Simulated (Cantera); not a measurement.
An isothermal, constant-pressure homogeneous reactor starts with 11.0 % H₂, 78.7 % O₂, 10.2 % N₂, at 1473 K and 0.00120 bar.

Model: the H2/O2 subset of GRI-Mech 3.0, which has no nitrogen chemistry, integrated in Cantera. Radical loss at walls, strong at low pressure, is not modelled. The temperature is held fixed by assumption; the heat of reaction is taken as removed at once.

One state of this run: x H₂ = 0.000371; x O₂ = 0.768; x OH = 0.00424; x H₂O = 0.113; x O = 0.00535; x H = 0.000533. x: mole fraction; the columns are a selection and need not sum to one.

Q: Which value of t (s) does it belong to?
A) 0.000932
B) 7.03
C) 2.30
D) 21.5

A: D, 21.5
